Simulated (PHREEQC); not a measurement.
A solution holds 11 mmol/kgw NiSO4, 0.19 mmol/kgw H3BO3 and 180 mmol/kgw NiCl2, at 25 °C. Closed to the air; pH follows from the charge balance.

All values are PHREEQC results (ion-association model, wateq4f.dat), not measurements.

Each row changes one thing in this solution. This is a speciation only: nothing precipitates in the calculation.

```json
[
 {"case": "as made", "pH": "5.63", "ionic strength (mol/kgw)": "0.462", "Cl- (mol/kgw)": "0.306", "Ni+2 (mol/kgw)": "0.143", "NiCl+ (mol/kgw)": "0.0279", "NiCl2 (mol/kgw)": "0.0132", "SI of Ni(OH)2 (Ni(OH)2)": "-0.93", "SI of Morenosite (NiSO4:7H2O)": "-2.09"},
 {"case": "diluted 100-fold with water", "pH": "6.35", "ionic strength (mol/kgw)": "0.00574", "Cl- (mol/kgw)": "0.00359", "Ni+2 (mol/kgw)": "0.00188", "NiCl+ (mol/kgw)": "___", "NiCl2 (mol/kgw)": "1.35e-7", "SI of Ni(OH)2 (Ni(OH)2)": "-0.97", "SI of Morenosite (NiSO4:7H2O)": "-4.68"},
 {"case": "H3BO3 from 0.00019 to 0.000209 mol/kgw", "pH": "5.63", "ionic strength (mol/kgw)": "0.462", "Cl- (mol/kgw)": "0.306", "Ni+2 (mol/kgw)": "0.143", "NiCl+ (mol/kgw)": "0.0279", "NiCl2 (mol/kgw)": "0.0132", "SI of Ni(OH)2 (Ni(OH)2)": "-0.94", "SI of Morenosite (NiSO4:7H2O)": "-2.09"},
 {"case": "NiSO4 replaced by NaHSO4 at the same molality", "pH": "___", "ionic strength (mol/kgw)": "0.456", "Cl- (mol/kgw)": "0.308", "Ni+2 (mol/kgw)": "0.135", "NiCl+ (mol/kgw)": "0.0265", "NiCl2 (mol/kgw)": "0.0127", "SI of Ni(OH)2 (Ni(OH)2)": "___", "SI of Morenosite (NiSO4:7H2O)": "-2.14"},
 {"case": "H3BO3 left out", "pH": "5.64", "ionic strength (mol/kgw)": "0.462", "Cl- (mol/kgw)": "0.306", "Ni+2 (mol/kgw)": "0.143", "NiCl+ (mol/kgw)": "0.0279", "NiCl2 (mol/kgw)": "0.0132", "SI of Ni(OH)2 (Ni(OH)2)": "___", "SI of Morenosite (NiSO4:7H2O)": "-2.09"}
]
```

Problem. Some entries are withheld; supply them.

Solution. 
- diluted 100-fold with water, NiCl+ (mol/kgw): 1.22e-5
- NiSO4 replaced by NaHSO4 at the same molality, pH: 2.11
- NiSO4 replaced by NaHSO4 at the same molality, SI of Ni(OH)2 (Ni(OH)2): -7.99
- H3BO3 left out, SI of Ni(OH)2 (Ni(OH)2): -0.92
